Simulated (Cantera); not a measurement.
**CH3F + F2 + H2 (fluorocarbon and chlorocarbon gases)**

Charge: 1 mol CH3F, 0.48 mol F2, 17 mol H2.

Method: chemical equilibrium by Gibbs-energy minimisation in Cantera with the NASA 1993 tables (ideal gas, pure condensed phases). Candidate condensed phases: C, C6H6, C7H8, C8H18; 95 gas species. Equilibrium is a limit: real reactors are often held back by kinetics, nucleation or transport.

Stable condensed phases:

```
T in K \ P in Pa
              1    3.2     10     32    100    320   1000   3200  10000  32000 100000
   3050       A      A      A      A      A      A      A      A      A      A      A
   3000       A      A      A      A      A      A      A      A      A      A      A
   2950       A      A      A      A      A      A      A      A      A      A      A
   2900       A      A      A      A      A      A      A      A      A      A      A
   2850       A      A      A      A      A      A      A      A      A      A      A
   2800       A      A      A      A      A      A      A      A      A      A      A
   2750       A      A      A      A      A      A      B      B      B      B      B
   2700       A      A      A      A      A      B      B      B      B      B      B
   2650       A      A      A      A      B      B      B      B      B      B      B
   2600       A      A      A      A      B      B      B      B      B      B      B
   2550       A      A      A      B      B      B      B      B      B      B      B
   2500       A      A      B      B      B      B      B      B      B      B      B
```

A: gas only; B: C.
